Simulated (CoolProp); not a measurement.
C2F6 (R116) at several states: density (kg/m³) from the reference equation and from simpler models built on Tc = 19.9 °C, pc = 3.048 MPa, ω = 0.257; each cubic takes its own stable root.

Computed with CoolProp (reference Helmholtz-energy equation of state, Lemmon 2006). It is a short technical equation, of lower accuracy than the large ones.

```tsv
T (°C)	p (MPa)	phase	reference	van der Waals	Redlich-Kwong	Soave-Redlich-Kwong	Peng-Robinson
73.55	0.828	gas	41.79	41.96	42.07	41.80	42.17
41.75	0.0842	gas	4.471	4.469	4.473	4.471	4.476
-74.45	13.7	liquid	1647	1106	1561	1596	1794
108.15	1.13	gas	51.68	52.27	52.22	51.62	52.17
-65.65	0.176	gas	15.06	14.66	14.88	14.97	15.02
```
